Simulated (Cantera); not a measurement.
An isothermal, constant-pressure homogeneous reactor starts with 98.1 % N2O, 1.67 % H2O, 0.255 % N2, at 1073 K and 0.133 bar.

Detailed kinetics in Cantera: GRI-Mech 3.0 (53 species, 325 reactions). GRI-Mech 3.0 was tuned for natural gas; its chemistry of N2O as a main component is partial and can be far from experiment. The mechanism lacks the step 2 NO + O2 → 2 NO2, which can matter for NO2 below about 1400 K. The temperature is held fixed by assumption; the heat of reaction is taken as removed at once.

x: mole fraction; the columns are a selection and need not sum to one.

```
t (s)     x N2O   x H2O     x N2       x H     x HO2
--------  -----  ------  -------  --------  --------
0.000100  0.981  0.0167  0.00255    <1e-12  1.58e-11
0.000282  0.981  0.0167  0.00255    <1e-12  2.28e-10
0.000795  0.981  0.0167  0.00255  1.97e-12         …
0.00224   0.981  0.0167  0.00256  5.65e-12         …
0.00631   0.981  0.0167  0.00259  1.43e-11         …
0.0178    0.981  0.0167  0.00265  3.10e-11         …
0.0502    0.980  0.0167  0.00283  5.58e-11         …
0.141     0.980  0.0167  0.00336  6.60e-11         …
0.399     0.977  0.0167  0.00484  7.01e-11         …
1.12      0.971  0.0166  0.00898  6.93e-11         …
3.17      0.954  0.0165   0.0204  6.70e-11         …
8.93      0.907  0.0163   0.0508  6.80e-11         …
25.2      0.791  0.0156    0.126  7.22e-11         …
71.0      0.555  0.0143    0.281  8.13e-11         …
200       0.236  0.0125    0.489  8.89e-11         …
```

Problem. Fill in the missing entries.

Solution. 
- 0.000795, x HO2: 2.39e-9
- 0.00224, x HO2: 1.97e-8
- 0.00631, x HO2: 1.31e-7
- 0.0178, x HO2: 5.79e-7
- 0.0502, x HO2: 1.11e-6
- 0.141, x HO2: 8.80e-7
- 0.399, x HO2: 6.01e-7
- 1.12, x HO2: 3.94e-7
- 3.17, x HO2: 2.21e-7
- 8.93, x HO2: 1.02e-7
- 25.2, x HO2: 3.95e-8
- 71.0, x HO2: 1.30e-8
- 200, x HO2: 3.67e-9
